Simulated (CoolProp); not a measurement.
Vapour-liquid equilibrium of dimethyl ether (1) + 1-butene (2) at 340.1 K; x and y are mole fractions of (1).

The numbers come from the multi-fluid Helmholtz-energy mixture model, Wu 2011 and Lemmon 2005; pair parameters Bell 2016 in CoolProp.

```tsv
x	bubble pressure (bar)	y at the bubble point	dew pressure at overall composition x (bar)	liquid density (mol/L)
0.05	9.477	0.090	9.241	9.568
0.15	10.47	0.244	9.845	9.803
0.25	11.40	0.371	10.51	10.05
0.35	12.29	0.479	11.24	10.32
0.45	13.12	0.574	12.04	10.61
0.55	13.90	0.660	12.90	10.92
0.65	14.65	0.739	13.81	11.25
0.75	15.35	0.815	14.75	11.62
0.85	16.00	0.889	15.66	12.02
0.95	16.62	0.962	16.52	12.46
```

No azeotrope shows between x = 0.05 and 0.95.

Pair parameters are fitted to limited data, so mixtures are less certain than the pure fluids.
